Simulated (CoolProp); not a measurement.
The fluid at 403.57 K and 7.05 MPa is throttled through a valve to 0.644 MPa with no heat exchange. The same conditions are run with several fluids, on thermodynamics alone (safety and materials aside).

Model: reference Helmholtz-energy equation of state of each fluid (CH3F (R41): Lemmon 2006; R410A: Lemmon 2003; R143a: Lemmon and Jacobsen 2000; R507A: Lemmon 2003; R407C: Lemmon 2003), in CoolProp. Blends and air are pseudo-pure fits.

Task: Rank CH3F (R41), R410A, R143a, R507A, R407C by temperature change (K), highest first.

Result: CH3F (R41) (-55.3), R507A (-58.6), R410A (-61.5), R143a (-65.1), R407C (-71.1)

```tsv
fluid	final density (kg/m³)
CH3F (R41)	7.82
R410A	17.3
R143a	20.7
R507A	23.7
R407C	21.6
```
